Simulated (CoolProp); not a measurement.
Values from CoolProp's reference Helmholtz-energy equation of state, Zhou 2012.

For o-xylene, give the phase and the cv (kJ/(kg K)), speed of sound (m/s) at 197.45 °C and 4.62 MPa; 281.55 °C and 0.0234 MPa; 290.45 °C and 12.7 MPa.


- 197.45 °C and 4.62 MPa: liquid; cv 1.92, speed of sound 752
- 281.55 °C and 0.0234 MPa: gas; cv 2.04, speed of sound 212
- 290.45 °C and 12.7 MPa: liquid; cv 2.18, speed of sound 585
